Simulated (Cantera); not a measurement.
# Equilibrium for silicon oxide and oxynitride deposition: SiCl4 + NO + H2

A closed system holds: 1 mol SiCl4, a varied amount of NO, 15 mol H2, equilibrated at 502 °C and 0.133 bar.

Method: chemical equilibrium by Gibbs-energy minimisation in Cantera with the NASA 1993 tables (ideal gas, pure condensed phases). Candidate condensed phases: H2O, NH4Cl, Si, SiO2, Si2N2O, Si3N4; 47 gas species. Rates play no part.

From 0.39 mol NO to 1.8 mol NO the condensed part is SiO2(α-quartz) + Si2N2O(s). From 2.5 mol NO to 8.8 mol NO the condensed part is SiO2(α-quartz).

```csv
n(NO) (mol),x H2,x H2O,x HCl,x N2,x SiCl4,n SiO2(α-quartz),n Si2N2O(s)
0.39,0.851,6.47e-9,0.118,9.01e-11,0.0309,0.0975,0.195
1.1,0.754,3.11e-6,0.232,0.0145,1.96e-6,0.400,0.300
1.8,0.729,4.45e-6,0.224,0.0467,8.40e-7,0.867,0.0667
2.5,0.685,0.0274,0.219,0.0685,<1e-12,1.00,0
3.2,0.634,0.0645,0.215,0.0860,<1e-12,1.00,0
3.9,0.586,0.100,0.211,0.103,<1e-12,1.00,0
4.6,0.539,0.135,0.207,0.119,<1e-12,1.00,0
5.3,0.494,0.168,0.204,0.135,<1e-12,1.00,0
6,0.450,0.200,0.200,0.150,<1e-12,1.00,0
6.7,0.408,0.231,0.197,0.165,<1e-12,1.00,0
7.4,0.367,0.261,0.193,0.179,<1e-12,1.00,0
8.1,0.328,0.290,0.190,0.192,<1e-12,1.00,0
8.8,0.290,0.318,0.187,0.206,<1e-12,1.00,0
```
x: gas mole fraction; n: condensed amount in mol.
